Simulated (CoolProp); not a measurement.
Toluene at 357.27 K and 16.8 MPa is throttled through a valve to 4.06 MPa with no heat exchange. Each further row changes one setting.

Model: reference Helmholtz-energy equation of state, Lemmon 2006, in CoolProp. It is a short technical equation, of lower accuracy than the large ones.

```
case                      temperature change (K)  final density (kg/m³)
------------------------  ----------------------  ---------------------
as stated                                      …                      …
outlet pressure 1.22 MPa                       …                      …
outlet pressure 5.28 MPa                       …                    807
```

What belongs in the gaps?


- as stated, temperature change (K): +4.9
- as stated, final density (kg/m³): 806
- outlet pressure 1.22 MPa, temperature change (K): +5.9
- outlet pressure 1.22 MPa, final density (kg/m³): 801
- outlet pressure 5.28 MPa, temperature change (K): +4.5
